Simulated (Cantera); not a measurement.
What does this Cantera script print?

```python
import numpy as np
import cantera as ct

surf = ct.Interface("diamond.yaml", "diamond_100")
gas, bulk = surf.adjacent["gas"], surf.adjacent["diamond"]
k = surf.kinetics_species_index(bulk.species_names[0])
cover = ["c6HH", "c6H*", "c6*H", "c6**", "c6HM", "c6B"]

rows, drift = [], 0.0
print(f"{'xH':>10s}{'um/h':>11s}" + "".join(f"{s:>11s}" for s in cover))
for v in [0.0001, 0.00024, 0.00055, 0.0013, 0.0031, 0.0072, 0.017, 0.04, 0.094]:
    T, P, xH, xCH3 = 1300, 1100, v, 1.5e-05
    gas.TPX = T, P, {"H": xH, "CH3": xCH3, "CH4": 0.0042, "H2": 1 - xH - xCH3 - 0.0042}
    surf.TP = bulk.TP = T, P
    surf.coverages = "c6H*:0.1, c6HH:0.9"
    surf.advance_coverages(100.0)
    before = surf.coverages
    surf.advance_coverages(100.0)
    drift = max(drift, np.max(np.abs(surf.coverages - before) / (surf.coverages + 1e-9)))
    rate = surf.net_production_rates[k] * bulk.mean_molecular_weight / bulk.density * 3.6e9
    rows.append([rate, *surf[cover].coverages])
    print(f"{v:10.4g}{rate:11.4e}" + "".join(f"{x:11.3e}" for x in rows[-1][1:]))
```

Output:

```
        xH       um/h       c6HH       c6H*       c6*H       c6**       c6HM        c6B
    0.0001 2.9402e-04  6.610e-01  2.865e-02  3.061e-01  4.147e-03  2.908e-06  7.978e-13
   0.00024 1.5905e-03  5.400e-01  3.841e-02  4.105e-01  1.103e-02  4.065e-06  4.316e-12
   0.00055 5.2268e-03  4.612e-01  4.429e-02  4.733e-01  2.108e-02  5.153e-06  1.418e-11
    0.0013 1.1763e-02  4.153e-01  4.730e-02  5.054e-01  3.189e-02  6.320e-06  3.192e-11
    0.0031 1.9045e-02  3.926e-01  4.856e-02  5.189e-01  3.983e-02  7.295e-06  5.168e-11
    0.0072 2.5580e-02  3.826e-01  4.907e-02  5.242e-01  4.417e-02  7.826e-06  6.941e-11
     0.017 3.3520e-02  3.780e-01  4.929e-02  5.263e-01  4.634e-02  7.929e-06  9.096e-11
      0.04 4.6852e-02  3.761e-01  4.943e-02  5.272e-01  4.732e-02  7.583e-06  1.271e-10
     0.094 7.1028e-02  3.752e-01  4.959e-02  5.274e-01  4.779e-02  6.685e-06  1.927e-10
```

Model: the Harris–Goodwin 1993 mechanism for the reconstructed diamond (100) surface, integrated in Cantera.
